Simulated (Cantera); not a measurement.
Cantera run:

```python
import numpy as np
import cantera as ct

gas_names = """
    Fe FeO Fe(OH)2 H HO2 H2 H2O H2O2 H2S H2SO4 O OH O2 O3 S SH SO SO2 SO3 S2 S2O S8
""".split()
cond_names = """
    Fe(a) Fe(c) Fe(d) Fe(L) FeO(s) FeO(L) Fe(OH)2(s) Fe(OH)3(s) FeS(a) FeS(b) FeS(c) FeS(L) FeSO4(s)
    FeS2(s) Fe2O3(s) Fe2S3O12(s) Fe3O4(s) H2O(s) H2O(L) H2SO4(L) S(cr1) S(cr2) S(L)
""".split()


def load(file, names, dense=False):
    # The tables refer to 1 bar. Condensed volumes are neglected.
    table = {s.name: s for s in ct.Species.list_from_file(file)}
    out = []
    for n in names:
        d = dict(table[n].input_data)
        d["thermo"] = dict(d["thermo"], **{"reference-pressure": 1e5})
        if dense:
            d["equation-of-state"] = {"model": "constant-volume", "density": "1e6 g/cm^3"}
        out.append(ct.Species.from_dict(d))
    return out


gas = ct.Solution(thermo="ideal-gas", species=load("nasa_gas.yaml", gas_names))
cond = {s.name: ct.Solution(thermo="fixed-stoichiometry", species=[s], name=s.name)
        for s in load("nasa_condensed.yaml", cond_names, dense=True)}
atoms = {
    'FeS2': {'Fe': 1, 'S': 2},
    'H2': {'H': 2},
    'H2O': {'H': 2, 'O': 1},
}
top_T = {'FeSO4(s)': 950, 'FeS2(s)': 1010, 'Fe2O3(s)': 1830, 'Fe2S3O12(s)': 1100, 'Fe3O4(s)': 1870}  # K; cautious upper limits of use, not melting points


def equilibrate(T, P, feed):
    n = {}
    for name, mol in feed.items():
        for a, k in atoms[name].items():
            n[a] = n.get(a, 0.0) + k * mol
    gas.TPX = T, P, n
    mass = sum(n.values()) * gas.mean_molecular_weight
    gas.equilibrate("TP")
    valid = [c for c in cond.values() if c.min_temp <= T <= top_T.get(c.name, c.max_temp)]
    mix = ct.Mixture([(gas, mass / gas.mean_molecular_weight)] + [(c, 0.0) for c in valid])
    mix.T, mix.P = T, P
    mix.equilibrate("TP", solver="vcs", rtol=1e-11, max_steps=5000)
    return mix


results = []
feed = {'FeS2': 1, 'H2': 81, 'H2O': 0.28}  # mol
P = 133.322  # Pa
for T in [823, 873, 923, 973, 1023, 1073, 1123, 1173, 1223, 1273, 1323, 1373, 1423]:
    mix = equilibrate(T, P, feed)
    results.append((T, P, feed, dict(zip(mix.species_names, mix.species_moles))))
    x = sorted(zip(gas.X, gas.species_names), reverse=True)
    print(f"T = {T:g} K  P = {P:g} Pa  gas = {mix.phase_moles(0):.4g} mol")
    print("   x: " + "  ".join(f"{s} {v:.3e}" for v, s in x if v > 0.0001))
    print("   condensed (mol): " + ("  ".join(f"{mix.phase(i).name} {mix.phase_moles(i):.4g}"
          for i in range(1, mix.n_phases) if mix.phase_moles(i) > 1e-12) or "none"))
```

It prints:

```
T = 823 K  P = 133.322 Pa  gas = 81.28 mol
   x: H2 9.843e-01  H2S 1.230e-02  H2O 3.445e-03
   condensed (mol): FeS(c) 1
T = 873 K  P = 133.322 Pa  gas = 81.28 mol
   x: H2 9.843e-01  H2S 1.230e-02  H2O 3.445e-03
   condensed (mol): FeS(c) 1
T = 923 K  P = 133.322 Pa  gas = 81.28 mol
   x: H2 9.843e-01  H2S 1.230e-02  H2O 3.445e-03
   condensed (mol): FeS(c) 1
T = 973 K  P = 133.322 Pa  gas = 81.28 mol
   x: H2 9.843e-01  H2S 1.229e-02  H2O 3.445e-03
   condensed (mol): FeS(c) 1
T = 1023 K  P = 133.322 Pa  gas = 81.28 mol
   x: H2 9.843e-01  H2S 1.228e-02  H2O 3.445e-03
   condensed (mol): FeS(c) 1
T = 1073 K  P = 133.322 Pa  gas = 81.28 mol
   x: H2 9.843e-01  H2S 1.224e-02  H2O 3.445e-03
   condensed (mol): FeS(c) 1
T = 1123 K  P = 133.322 Pa  gas = 81.29 mol
   x: H2 9.843e-01  H2S 1.215e-02  H2O 3.445e-03
   condensed (mol): FeS(c) 1
T = 1173 K  P = 133.322 Pa  gas = 81.29 mol
   x: H2 9.844e-01  H2S 1.197e-02  H2O 3.444e-03  S2 1.470e-04
   condensed (mol): FeS(c) 1
T = 1223 K  P = 133.322 Pa  gas = 81.31 mol
   x: H2 9.845e-01  H2S 1.163e-02  H2O 3.444e-03  S2 2.961e-04
   condensed (mol): FeS(c) 1
T = 1273 K  P = 133.322 Pa  gas = 81.33 mol
   x: H2 9.848e-01  H2S 1.108e-02  H2O 3.443e-03  S2 5.402e-04  SH 1.291e-04
   condensed (mol): FeS(c) 1
T = 1323 K  P = 133.322 Pa  gas = 81.36 mol
   x: H2 9.851e-01  H2S 1.030e-02  H2O 3.441e-03  S2 8.886e-04  SH 2.160e-04
   condensed (mol): FeS(c) 0.9999
T = 1373 K  P = 133.322 Pa  gas = 81.42 mol
   x: H2 9.850e-01  H2S 9.681e-03  H2O 3.439e-03  S2 1.431e-03  SH 3.507e-04
   condensed (mol): Fe(c) 0.05008  FeS(c) 0.9494
T = 1423 K  P = 133.322 Pa  gas = 81.62 mol
   x: H2 9.801e-01  H2S 1.177e-02  S2 3.732e-03  H2O 3.429e-03  SH 7.099e-04  H 1.801e-04
   condensed (mol): Fe(c) 0.6285  FeS(c) 0.3699
```

Method: chemical equilibrium by Gibbs-energy minimisation in Cantera with the NASA 1993 tables (ideal gas, pure condensed phases). Metal and sulfide melt together well below either melting point, which pure phases cannot show. Mutual solubility and eutectic melting of coexisting phases are not modelled. FeS: taken at fixed stoichiometry. Gases not in the tables: S3 to S7.
